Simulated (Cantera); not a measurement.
**Adiabatic ignition**

An adiabatic, constant-pressure homogeneous reactor starts with 17.4 % H2, 17.4 % O2, 65.3 % N2, equivalence ratio 0.50, at 1525 K and 210 Torr.

Detailed kinetics in Cantera: the H2/O2 subset of GRI-Mech 3.0, which has no nitrogen chemistry.

| t (s) | T (K) | x H2 | x O2 | x O | x HO2 | x H2O |
|---|---|---|---|---|---|---|
| 4.00e-6 | 1525 | 0.174 | 0.174 | 8.68e-8 | 2.89e-7 | 1.91e-7 |
| 1.33e-5 | 1525 | 0.174 | 0.174 | 2.35e-6 | 1.01e-6 | 1.07e-5 |
| 4.43e-5 | 1559 | 0.0762 | 0.126 | 0.0170 | 1.34e-5 | 0.0675 |
| 0.000147 | 1837 | 0.0208 | 0.0888 | 0.0338 | 8.04e-6 | 0.124 |
| 0.000490 | 2167 | 0.0163 | 0.0866 | 0.0234 | 4.52e-6 | 0.142 |
| 0.00163 | 2451 | 0.00876 | 0.0875 | 0.0114 | 5.49e-6 | 0.162 |
| 0.00543 | 2511 | 0.00674 | 0.0882 | 0.00865 | 7.22e-6 | 0.167 |
| 0.0181 | 2511 | 0.00674 | 0.0882 | 0.00865 | 7.23e-6 | 0.167 |
| 0.0601 | 2511 | 0.00674 | 0.0882 | 0.00865 | 7.23e-6 | 0.167 |
| 0.200 | 2511 | 0.00674 | 0.0882 | 0.00865 | 7.23e-6 | 0.167 |
x: mole fraction; the columns are a selection and need not sum to one.

- time of steepest temperature rise = 45.0 µs
- temperature at 0.200 s = 2511 K
- equilibrium temperature = 2511 K
- x(H2) at 0.200 s = 0.00674 (gas-phase equilibrium 0.00674)
- x(O2) at 0.200 s = 0.0882 (gas-phase equilibrium 0.0882)
- x(O) at 0.200 s = 0.00865 (gas-phase equilibrium 0.00865)
